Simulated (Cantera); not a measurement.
## Equilibrium for silicon nitride deposition: SiCl4 + N2 + H2

A closed system holds: 1 mol SiCl4, 36 mol N2, 5.4 mol H2, held at 1750 °C.

Method: chemical equilibrium by Gibbs-energy minimisation in Cantera with the NASA 1993 tables (ideal gas, pure condensed phases). Candidate condensed phases: NH4Cl, Si, Si3N4; 28 gas species. The tables' values for SiCl, SiCl3, SiN are old estimates; treat these amounts as uncertain. Kinetics and transport are ignored.

From 5.00 Pa to 0.240 bar nothing is condensed. At 1.00 bar the condensed part is Si3N4(s). The main Si-bearing gas is Si at 5.00 Pa and SiCl2 at 1.00 bar.

| P (Pa) | log p N2 | log p H2 | log p H | log p HCl | log p Cl | log p SiCl2 | log p Si | n Si3N4(s) |
|---|---|---|---|---|---|---|---|---|
| 5 | -4.41 | -5.52 | -5.48 | -5.64 | -5.73 | -7.17 | -6.02 | 0 |
| 21 | -3.78 | -4.81 | -5.13 | -4.93 | -5.38 | -5.93 | -5.50 | 0 |
| 85 | -3.16 | -4.15 | -4.79 | -4.32 | -5.10 | -5.00 | -5.11 | 0 |
| 350 | -2.54 | -3.49 | -4.47 | -3.75 | -4.85 | -4.22 | -4.83 | 0 |
| 1400 | -1.94 | -2.87 | -4.15 | -3.17 | -4.59 | -3.54 | -4.67 | 0 |
| 5900 | -1.31 | -2.23 | -3.84 | -2.56 | -4.30 | -2.89 | -4.60 | 0 |
| 24000 | -0.70 | -1.62 | -3.53 | -1.96 | -4.00 | -2.27 | -4.58 | 0 |
| 100000 | -0.08 | -1.00 | -3.22 | -1.33 | -3.68 | -1.67 | -4.63 | 0.0126 |
log p: log10 of the partial pressure in bar; n: condensed amount in mol.
